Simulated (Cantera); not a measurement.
Halide evaporation, hydrolysis and transport: LiCl + H2

A closed system holds: 1 mol LiCl, 14 mol H2, at 1850 K.

These are equilibrium values from Cantera (NASA tables, ideal gas, pure condensed phases), not measurements of a reactor. Candidate condensed phases: Li, LiCl, LiH; 11 gas species. Rates play no part.

From 0.000750 Torr to 750 Torr nothing is condensed. The main Li-bearing gas is LiCl throughout.

```csv
P (Pa),x H2,x H,x LiCl,x Li,x HCl,x Cl,x Li2Cl2,x LiH
0.100,0.533,0.393,0.0320,0.0207,0.0132,0.00742,1.15e-10,6.91e-7
1,0.775,0.150,0.0478,0.0134,0.0117,0.00171,2.58e-9,1.71e-6
10,0.877,0.0504,0.0566,0.00806,0.00772,0.000338,3.62e-8,3.46e-6
100,0.913,0.0163,0.0613,0.00469,0.00463,6.27e-5,4.24e-7,6.49e-6
1000,0.926,0.00518,0.0637,0.00268,0.00268,1.14e-5,4.58e-6,1.18e-5
10000,0.930,0.00164,0.0649,0.00151,0.00153,2.06e-6,4.76e-5,2.12e-5
100000,0.932,0.000520,0.0648,0.000839,0.000875,3.71e-7,0.000475,3.71e-5
```
x: gas mole fraction; nothing condenses.
